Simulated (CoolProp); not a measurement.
Computed with CoolProp (reference Helmholtz-energy equation of state, Lemmon 2006). It is a short technical equation, of lower accuracy than the large ones.

### Question
Give the vapour pressure (MPa), enthalpy of vaporisation (kJ/kg), liquid viscosity (µPa s), liquid conductivity (mW/(m K)) of saturated C3F8 (R218) at 199.1 K.

### Answer
```tsv
T (K)	p (MPa)	enthalpy of vaporisation (kJ/kg)	liquid viscosity (µPa s)	liquid conductivity (mW/(m K))
199.1	0.0128	118	871	71.7
```

Viscosity comes from a separate model (Huber 2003), an estimate that may be off by 10 % or more. Thermal conductivity comes from a separate model (Huber 2003), an estimate that may be off by 10 % or more.
